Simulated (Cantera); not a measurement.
An adiabatic, constant-pressure homogeneous reactor starts with H₂ : O₂ : N₂ = 1 : 1.06 : 4 (molar parts), at 1523 K and 2930 Torr.

Detailed kinetics in Cantera: the H2/O2 subset of GRI-Mech 3.0, which has no nitrogen chemistry. The hydrogen kinetics of GRI-Mech 3.0 are dated; newer H2 mechanisms differ, most at raised pressure.

Problem. Predict: time of steepest temperature rise; temperature at 0.900 s; equilibrium temperature; x(H₂) at 0.900 s; x(O₂) at 0.900 s; x(H) at 0.900 s; x(OH) at 0.900 s; x(HO₂) at 0.900 s; x(O) at 0.900 s.

Solution. 
| Quantity | Result |
|---|---|
| time of steepest temperature rise | 3.52 µs |
| temperature at 0.900 s | 2574 K |
| equilibrium temperature | 2574 K |
| x(H₂) at 0.900 s | 0.00234 (gas-phase equilibrium 0.00234) |
| x(O₂) at 0.900 s | 0.0963 (gas-phase equilibrium 0.0963) |
| x(H) at 0.900 s | 0.000851 (gas-phase equilibrium 0.000851) |
| x(OH) at 0.900 s | 0.0138 (gas-phase equilibrium 0.0138) |
| x(HO₂) at 0.900 s | 1.75e-5 (gas-phase equilibrium 1.75e-5) |
| x(O) at 0.900 s | 0.00326 (gas-phase equilibrium 0.00326) |
